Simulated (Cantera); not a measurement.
A perfectly stirred reactor is fed with CO : O2 : H2O : N2 = 0.0054 : 0.018 : 0.00019 : 1 (molar parts), equivalence ratio 0.15, at 1.01 bar; it is held at 1173 K, and followed from long to short residence time.

Computed with Cantera and GRI-Mech 3.0 (53 species, 325 reactions).

```tsv
quantity	before	after
x(CO) at τ = 5.50 s	0.000194	0.000203
x(O2) at τ = 5.50 s	0.0151	0.0151
x(H2O) at τ = 5.50 s	0.000185	0.000184
x(NO) at τ = 5.50 s	1.60e-6	1.17e-6
x(OH) at τ = 5.50 s	1.67e-6	3.04e-6
x(CO) at τ = 0.190 s	0.00159	0.00163
x(O2) at τ = 0.190 s	0.0157	0.0157
x(H2O) at τ = 0.190 s	0.000182	0.000178
x(NO) at τ = 0.190 s	3.30e-7	2.50e-7
x(OH) at τ = 0.190 s	4.12e-6	7.63e-6
```

Which change was made?
(A) temperature 1173 to 1500 K
(B) pressure from 1.01 bar to 0.540 bar
(C) CO 0.0054 to 0.0019 parts
(D) temperature 1173 to 1300 K

B, pressure from 1.01 bar to 0.540 bar
